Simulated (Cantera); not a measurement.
Feed: 1 mol CCl4, 0.23 mol CH4, at 825 K and 0.0990 bar.

Cantera equilibrium calculation (NASA polynomials, part measured and part estimated; ideal gas, pure solids and liquids). Candidate condensed phases: C, C6H6, C7H8, C8H18; 91 gas species. Gases not in the tables: chlorinated aromatics. Rates play no part.

Base state: Cl2 0.622, HCl 0.375, CCl4 0.00262, Cl 4.12e-5 (mole fractions); condensed: C(graphite).

Q: What changes in the equilibrium state with this change: CCl4 replaced by C2F6?

A: 
```tsv
species	before	after
CF4	0	0.580
HF	0	0.420
Cl2	0.622	0
HCl	0.375	0
CCl4	0.00262	0
Cl	4.12e-5	0
C(graphite), mol	1.22	0.960
```
The feed counts by its element totals alone. Condensed phases not in the tables: fluorocarbon polymer. Gases not in the tables: C2F6 and larger saturated fluorocarbons.
